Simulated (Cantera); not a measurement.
What does this Cantera script print?

```python
import numpy as np
import cantera as ct

gas_names = """
    CL CLF CLF3 CL2 F F2 H HCL HF H2 H2F2 H3F3 H4F4 H5F5 H6F6 H7F7 N NF NF2 NF3 NH NH2 NH3 N2 N2H2 N2H4
    Si SiCL SiCL2 SiCL3 SiCL4 SiF SiF2 SiF3 SiF4 SiH SiHCL3 SiHF3 SiH2 SiH2CL2 SiH2F2 SiH3 SiH3CL SiH3F
    SiH4 SiN Si2 Si2N Si3
""".split()
cond_names = """
    NH4CL(a) NH4CL(b) Si(cr) Si(L) Si3N4(a)
""".split()


def load(file, names, dense=False):
    # The tables refer to 1 bar. Condensed volumes are neglected.
    table = {s.name: s for s in ct.Species.list_from_file(file)}
    out = []
    for n in names:
        d = dict(table[n].input_data)
        d["thermo"] = dict(d["thermo"], **{"reference-pressure": 1e5})
        if dense:
            d["equation-of-state"] = {"model": "constant-volume", "density": "1e6 g/cm^3"}
        out.append(ct.Species.from_dict(d))
    return out


gas = ct.Solution(thermo="ideal-gas", species=load("nasa_gas.yaml", gas_names))
cond = {s.name: ct.Solution(thermo="fixed-stoichiometry", species=[s], name=s.name)
        for s in load("nasa_condensed.yaml", cond_names, dense=True)}
atoms = {
    'Si3N4': {'Si': 3, 'N': 4},
    'NF3': {'N': 1, 'F': 3},
    'H2': {'H': 2},
    'Cl2': {'CL': 2},
}
top_T = {'Si3N4(a)': 2400}  # K; cautious upper limits of use, not melting points


def equilibrate(T, P, feed):
    n = {}
    for name, mol in feed.items():
        for a, k in atoms[name].items():
            n[a] = n.get(a, 0.0) + k * mol
    gas.TPX = T, P, n
    mass = sum(n.values()) * gas.mean_molecular_weight
    gas.equilibrate("TP")
    valid = [c for c in cond.values() if c.min_temp <= T <= top_T.get(c.name, c.max_temp)]
    mix = ct.Mixture([(gas, mass / gas.mean_molecular_weight)] + [(c, 0.0) for c in valid])
    mix.T, mix.P = T, P
    mix.equilibrate("TP", solver="vcs", rtol=1e-11, max_steps=5000)
    return mix


results = []
T = 1150  # K
P = 1333.22  # Pa
for m in [0.61, 0.81, 1.1, 1.4, 1.9, 2.5, 3.3, 4.4, 5.8, 7.8, 10, 14]:
    feed = {'Si3N4': 1, 'NF3': 1.6, 'H2': m, 'Cl2': 3}  # mol
    mix = equilibrate(T, P, feed)
    results.append((T, P, feed, dict(zip(mix.species_names, mix.species_moles))))

top = {s: max(r[3][s] / sum(r[3][g] for g in gas_names) for r in results) for s in gas_names}
cols = sorted((s for s in top if top[s] > 0.0001), key=lambda s: -top[s])[:6]
seen = [c for c in cond_names if any(r[3].get(c, 0) > 1e-12 for r in results)]
print("log10 of partial pressures in bar; condensed amounts in mol")
print(f"{'n(H2)':>10s}" + "".join(f"{s[:9]:>10s}" for s in cols + seen))
for T, P, feed, n in results:
    ng = sum(n[g] for g in gas_names)
    print(f"{feed['H2']:10.4g}" + "".join(f"{np.log10(max(n[s] / ng * P / 1e5, 1e-99)):10.3f}" for s in cols)
          + "".join(f"{n.get(c, 0):10.4g}" for c in seen))
```

Output:

```
log10 of partial pressures in bar; condensed amounts in mol
     n(H2)        H2        N2       HCL     SiCL4      SiF4     SiCL3  Si3N4(a)
      0.61    -3.637    -2.267    -2.651    -2.562    -2.575    -4.455    0.1819
      0.81    -3.438    -2.290    -2.565    -2.602    -2.591    -4.481     0.204
       1.1    -3.234    -2.323    -2.482    -2.657    -2.613    -4.517    0.2329
       1.4    -3.082    -2.354    -2.425    -2.712    -2.635    -4.553    0.2594
       1.9    -2.903    -2.402    -2.365    -2.798    -2.668    -4.610     0.298
       2.5    -2.755    -2.453    -2.324    -2.895    -2.704    -4.674    0.3368
       3.3    -2.619    -2.514    -2.296    -3.016    -2.747    -4.755    0.3794
       4.4    -2.491    -2.587    -2.283    -3.172    -2.801    -4.859    0.4252
       5.8    -2.382    -2.665    -2.288    -3.356    -2.859    -4.985    0.4684
       7.8    -2.280    -2.756    -2.313    -3.598    -2.931    -5.151    0.5105
        10    -2.206    -2.837    -2.350    -3.839    -2.998    -5.318    0.5397
        14    -2.123    -2.950    -2.422    -4.219    -3.098    -5.584    0.5682
```

These are equilibrium values from Cantera (NASA tables, ideal gas, pure condensed phases), not measurements of a reactor. The tables' values for SiCl3, SiF3 are old estimates; treat these amounts as uncertain.
